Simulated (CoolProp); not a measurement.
A Linde-Hampson liquefier for ethylene: isothermal reversible compression at 320 K from 1 atm to 40 MPa, throttling to 1 atm, return gas leaving the recuperator 0 K below the feed. Each further row changes one setting.

Computed with CoolProp (reference Helmholtz-energy equation of state, Smukala 2000).

| case | liquid yield per pass | compression work (kJ/kg of gas) |
|---|---|---|
| as stated | 0.428 | 468 |
| high pressure 80 MPa | … | 554 |
| warm-end temperature 350 K | … | 539 |
| warm-end gap 5 K | … | 468 |

Complete the blanks.


- high pressure 80 MPa, liquid yield per pass: 0.384
- warm-end temperature 350 K, liquid yield per pass: 0.362
- warm-end gap 5 K, liquid yield per pass: 0.421
